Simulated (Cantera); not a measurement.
Charge: 1 mol SiCl4, 0.39 mol N2O, 12 mol H2, 4.4 mol NO, held at 0.0100 bar.

Equilibrium computed with Cantera from the NASA thermochemical tables; the gas is ideal and each condensed phase is pure. Candidate condensed phases: H2O, NH4Cl, Si, SiO2, Si2N2O, Si3N4; 47 gas species. The tables hold silica as quartz up to 1696 K and as liquid above; real silica turns to tridymite and cristobalite and melts near 1996 K. Kinetics and transport are ignored.

### Question
Which condensed phases are stable at each of these points (T (K)): 800, 900, 1000, 1100, 1200, 1300, 1400, 1500, 1600, 1700, 1800, 1900, 2000, 2100?

### Answer
```csv
T (K),condensed phases,Si condensed (%)
800,SiO2(α-quartz),100.0
900,SiO2(β-quartz),100.0
1000,SiO2(β-quartz),100.0
1100,SiO2(β-quartz),100.0
1200,SiO2(β-quartz),100.0
1300,SiO2(β-quartz),100.0
1400,SiO2(β-quartz),100.0
1500,SiO2(β-quartz),100.0
1600,SiO2(β-quartz),100.0
1700,SiO2(condensed),99.9
1800,SiO2(condensed),99.1
1900,SiO2(condensed),94.2
2000,SiO2(l),72.4
2100,SiO2(l),5.5
```

At 800 K the condensed part is SiO2(α-quartz). From 900 K to 1600 K the condensed part is SiO2(β-quartz). From 1700 K to 1900 K the condensed part is SiO2(condensed). From 2000 K to 2100 K the condensed part is SiO2(l).
